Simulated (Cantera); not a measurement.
Cantera run:

```python
import numpy as np
import cantera as ct

gas_names = """
    AL ALCL ALCL2 ALCL3 ALH ALO ALOCL ALOH ALO2 ALO2H AL2 AL2CL6 AL2O AL2O2 CL CLO CL2 H HALO HCL HOCL
    HO2 H2 H2O H2O2 O OH O2 O3
""".split()
cond_names = """
    AL(cr) AL(L) ALCL3(s) ALCL3(L) AL2O3(a) AL2O3(L) H2O(s) H2O(L)
""".split()


def load(file, names, dense=False):
    # The tables refer to 1 bar. Condensed volumes are neglected.
    table = {s.name: s for s in ct.Species.list_from_file(file)}
    out = []
    for n in names:
        d = dict(table[n].input_data)
        d["thermo"] = dict(d["thermo"], **{"reference-pressure": 1e5})
        if dense:
            d["equation-of-state"] = {"model": "constant-volume", "density": "1e6 g/cm^3"}
        out.append(ct.Species.from_dict(d))
    return out


gas = ct.Solution(thermo="ideal-gas", species=load("nasa_gas.yaml", gas_names))
cond = {s.name: ct.Solution(thermo="fixed-stoichiometry", species=[s], name=s.name)
        for s in load("nasa_condensed.yaml", cond_names, dense=True)}
atoms = {
    'AlCl3': {'AL': 1, 'CL': 3},
    'H2O': {'H': 2, 'O': 1},
    'H2': {'H': 2},
}
top_T = {}  # K; cautious upper limits of use, not melting points


def equilibrate(T, P, feed):
    n = {}
    for name, mol in feed.items():
        for a, k in atoms[name].items():
            n[a] = n.get(a, 0.0) + k * mol
    gas.TPX = T, P, n
    mass = sum(n.values()) * gas.mean_molecular_weight
    gas.equilibrate("TP")
    valid = [c for c in cond.values() if c.min_temp <= T <= top_T.get(c.name, c.max_temp)]
    mix = ct.Mixture([(gas, mass / gas.mean_molecular_weight)] + [(c, 0.0) for c in valid])
    mix.T, mix.P = T, P
    mix.equilibrate("TP", solver="vcs", rtol=1e-11, max_steps=5000)
    return mix


results = []
feed = {'AlCl3': 1, 'H2O': 0.83, 'H2': 14}  # mol
P = 1333.22  # Pa
for T in [1698, 1748, 1798, 1848, 1898, 1948, 1998, 2048, 2098, 2148, 2198, 2248]:
    mix = equilibrate(T, P, feed)
    results.append((T, P, feed, dict(zip(mix.species_names, mix.species_moles))))

top = {s: max(r[3][s] / sum(r[3][g] for g in gas_names) for r in results) for s in gas_names}
cols = sorted((s for s in top if top[s] > 0.001), key=lambda s: -top[s])[:8]
seen = [c for c in cond_names if any(r[3].get(c, 0) > 1e-12 for r in results)]
print("log10 of partial pressures in bar; condensed amounts in mol")
print(f"{'T/K':>10s}" + "".join(f"{s[:9]:>10s}" for s in cols + seen))
for T, P, feed, n in results:
    ng = sum(n[g] for g in gas_names)
    print(f"{T:10.4g}" + "".join(f"{np.log10(max(n[s] / ng * P / 1e5, 1e-99)):10.3f}" for s in cols)
          + "".join(f"{n.get(c, 0):10.4g}" for c in seen))
```

Output:

```
log10 of partial pressures in bar; condensed amounts in mol
       T/K        H2       HCL         H      ALCL       H2O        CL     ALCL3     ALCL2  AL2O3(a)
      1698    -1.954    -2.734    -4.817    -3.664    -6.095    -5.706    -4.094    -4.183    0.2763
      1748    -1.957    -2.721    -4.620    -3.600    -5.847    -5.496    -4.293    -4.220     0.276
      1798    -1.959    -2.712    -4.433    -3.556    -5.605    -5.302    -4.506    -4.276    0.2756
      1848    -1.961    -2.707    -4.256    -3.525    -5.371    -5.121    -4.724    -4.342    0.2748
      1898    -1.963    -2.704    -4.088    -3.503    -5.147    -4.952    -4.942    -4.415    0.2735
      1948    -1.965    -2.704    -3.929    -3.486    -4.935    -4.793    -5.157    -4.490    0.2715
      1998    -1.967    -2.705    -3.778    -3.472    -4.733    -4.644    -5.365    -4.564    0.2685
      2048    -1.970    -2.708    -3.635    -3.458    -4.544    -4.503    -5.566    -4.636     0.264
      2098    -1.974    -2.714    -3.499    -3.444    -4.367    -4.371    -5.759    -4.705    0.2575
      2148    -1.979    -2.721    -3.370    -3.428    -4.203    -4.247    -5.945    -4.770    0.2484
      2198    -1.986    -2.732    -3.247    -3.410    -4.052    -4.131    -6.124    -4.832    0.2362
      2248    -1.994    -2.745    -3.131    -3.390    -3.914    -4.023    -6.297    -4.891    0.2202
```

Equilibrium computed with Cantera from the NASA thermochemical tables; the gas is ideal and each condensed phase is pure. The tables' values for AlCl2, AlOH are old estimates; treat these amounts as uncertain.
